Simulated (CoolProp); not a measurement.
Toluene at 439.17 K and 4.51 MPa is throttled through a valve to 0.195 MPa with no heat exchange. Each further row changes one setting.

Model: reference Helmholtz-energy equation of state, Lemmon 2006, in CoolProp. It is a short technical equation, of lower accuracy than the large ones.

| case | temperature change (K) | final phase | final density (kg/m³) |
|---|---|---|---|
| as stated | -30.6 | two-phase, vapour fraction 0.198 | 27.7 |
| outlet pressure 0.0585 MPa | -73.7 | two-phase, vapour fraction 0.416 | 4.37 |
| outlet pressure 0.254 MPa | -19.5 | two-phase, vapour fraction 0.132 | 51.5 |
